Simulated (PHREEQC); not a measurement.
Dissolve 0.0015 mol NH4HS and 0.019 mol MnCl2 per kg of water at 25 °C. Closed to the air; pH follows from the charge balance.

Model: ion-association model, wateq4f.dat, run in PHREEQC.

```
quantity       before   after
-------------  ------  ------
pH               8.01    6.32
Cl- (mol/kgw)  0.0367  0.0367
```

Name the change that produced these shifts.
A. temperature from 25 to 75 °C
B. NH4HS left out
C. NH4HS from 0.0015 to 0.00015 mol/kgw
D. NH4HS from 0.0015 to 0.00135 mol/kgw
E. diluted 2-fold with water

B, NH4HS left out

This is a speciation only: nothing precipitates in the calculation.
